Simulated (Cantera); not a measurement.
Input: 1 mol Mg(OH)2, 0.6 mol CO2, at 320000 Pa.

Method: chemical equilibrium by Gibbs-energy minimisation in Cantera with the NASA 1993 tables (ideal gas, pure condensed phases). Candidate condensed phases: C, C6H6, C7H8, C8H18, H2O, Mg, MgCO3, MgO, Mg(OH)2; 116 gas species. Kinetics and transport are ignored.

**Question.** At 1350 K, list the 4 most abundant gas species with their mole fractions, and the condensed phases.

**Answer.** H2O 0.625, CO2 0.375, CO 2.00e-5, O2 1.77e-5. Condensed: MgO(s).
